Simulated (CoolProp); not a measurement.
Saturation properties of propylene.

Model: reference Helmholtz-energy equation of state, Lemmon 2013, in CoolProp.

```
T (K)  p (MPa)    vapour Z  liquid viscosity (µPa s)
-----  -------  ----------  ------------------------
291     0.9618      0.8273                       102
294      1.039      0.8177                      98.8
297      1.122      0.8077                (withheld)
299.9    1.206      0.7977                      93.5
302.9    1.297      0.7869                      90.8
305.8    1.390      0.7761                      88.3
308.8    1.492      0.7646                      85.8
311.8    1.599  (withheld)                      83.3
314.7    1.707      0.7405                      80.9
317.7    1.825      0.7276                      78.5
320.7    1.948      0.7141                      76.1
323.6    2.074      0.7005                      73.8
326.6    2.209  (withheld)                      71.4
329.6    2.351      0.6704                      69.1
332.5    2.495      0.6548                (withheld)
```

**Question.** What belongs in the gaps?

**Answer.** 
- 297, liquid viscosity (µPa s): 96.1
- 311.8, vapour Z: 0.7526
- 326.6, vapour Z: 0.6858
- 332.5, liquid viscosity (µPa s): 66.8

It boils at 225.5 K under 1 atm.

Viscosity comes from a separate model (Huber 2003), an estimate that may be off by 10 % or more.
